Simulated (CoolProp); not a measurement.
Properties of fluorine along the isotherm -121.75 °C (Tc = -128.7 °C, pc = 5.240 MPa, ω = 0.045).

Values from CoolProp's reference Helmholtz-energy equation of state, de Reuck 1990.

```csv
p (MPa),phase,density (kg/m³),isothermal compressibility (1/MPa),expansivity (1/kK)
2.22,gas,77.36,0.5285,10.28
4.44,gas,193.7,?,20.82
6.67,supercritical,523.6,0.6138,125.2
8.89,supercritical,?,0.06509,29.16
11.1,supercritical,927.3,?,17.51
13.3,supercritical,979.7,0.02045,13.20
15.6,supercritical,?,0.01505,10.78
17.8,supercritical,?,0.01200,9.310
20,supercritical,?,0.009971,8.278
```

**Question.** What belongs in the gaps?

**Answer.** 
- 4.44, isothermal compressibility (1/MPa): 0.3607
- 8.89, density (kg/m³): 841.3
- 11.1, isothermal compressibility (1/MPa): 0.03110
- 15.6, density (kg/m³): 1020
- 17.8, density (kg/m³): 1050
- 20, density (kg/m³): 1076
